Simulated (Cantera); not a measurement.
Hydrogen reduction and annealing atmospheres: V2O3 + H2 + N2

Feed: 1 mol V2O3, 3 mol H2, 0.6 mol N2, equilibrated at 900 °C and 600 Pa.

These are equilibrium values from Cantera (NASA tables, ideal gas, pure condensed phases), not measurements of a reactor. Candidate condensed phases: H2O, V, VN, VO, V2O3, V2O4, V2O5; 28 gas species. Mutual solubility and eutectic melting of coexisting phases are not modelled. VN: taken at fixed stoichiometry. Condensed phases not in the tables: the oxides between V2O3 and V2O5 other than VO2, V2N. The numbers say what is thermodynamically allowed, not how fast it happens.

```json
{
  "x(H2)": "0.833",
  "x(N2)": "0.166",
  "x(H2O)": "0.000765",
  "x(H)": "1.39e-6",
  "n(VN(s))": "0.00183 mol",
  "n(V2O3(s))": "0.999 mol",
  "gas_amount": "3.599 mol",
  "log10 activity of V(s) (absent)": "-3.72",
  "log10 activity of V2O5(l) (absent)": "-15.73"
}
```
